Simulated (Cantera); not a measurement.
A perfectly stirred reactor is fed with 11.0 % CH4, 1.53 % C2H6, 18.4 % O2, 69.1 % N2, at 1000000 Pa; it is adiabatic with a 675 K inlet, and is followed from long to short residence time, starting on the burning branch (τ in s: 0.076, 0.028, 0.01, 0.0038, 0.0014, 0.00051, 0.00019, 6.8e-05, 2.5e-05, 9.2e-06).

Computed with Cantera and GRI-Mech 3.0 (53 species, 325 reactions).

One state of this run: T (K) = 2205; x CH4 = 0.000283; x C2H6 = 1.07e-7; x O2 = 5.67e-5; x CH2CO = 4.87e-7; x NO = 8.56e-5. x: mole fraction; the columns are a selection and need not sum to one.

Task: Which value of τ (s) does it belong to?
(A) 2.5e-5
(B) 0.028
(C) 9.2e-6
(D) 0.076

Result: B, 0.028
